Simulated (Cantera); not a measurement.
Source: NASA polynomial tables (part measured, part estimated), evaluated in Cantera. Values are per mole of reaction as written; species without (g) are pure solids or liquids, kept so even where they would boil at 1 bar.

Q: Between 2525 and 2775 K, where is each reaction favourable under standard conditions?
- 3 C3H8(g) + TiCl4(g) ⇌ Ti + CCl4(g) + 8 CH3(g)

A: 
- 3 C3H8(g) + TiCl4(g) ⇌ Ti + CCl4(g) + 8 CH3(g): ΔG° is 247 kJ at 2525 K and 60 kJ at 2775 K; it stays positive (K < 1). ΔH° is 2128 kJ and ΔS° 745 J/K at 2775 K.
